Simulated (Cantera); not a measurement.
Input: 1 mol Si3N4, 0.099 mol O2, 5.2 mol H2, at 1823.15 K and 0.338 Torr.

Cantera equilibrium calculation (NASA polynomials, part measured and part estimated; ideal gas, pure solids and liquids). Candidate condensed phases: H2O, Si, SiO2, Si2N2O, Si3N4; 35 gas species. The tables' values for SiN are old estimates; treat these amounts as uncertain. Gases not in the tables: Si2H6 and higher silanes. Equilibrium is a limit: real reactors are often held back by kinetics, nucleation or transport.

Base state: H2 0.681, N2 0.265, SiO 0.0263, H 0.0169, Si 0.00984, SiH 0.000184, Si2N 6.98e-5, Si2 6.37e-5 (mole fractions); condensed: Si(l).

Question: What changes in the equilibrium state with this change: temperature from 1823.15 K to 1648 K?

Answer: 
```csv
species,before,after
H2,0.681,0.699
N2,0.265,0.270
SiO,0.0263,0.0267
H,0.0169,0.00351
Si,0.00984,0.000572
Si2,6.37e-5,1.91e-6
Si3,1.50e-5,4.52e-7
"Si(l), mol",2.72,0
"Si(s), mol",0,2.80
```
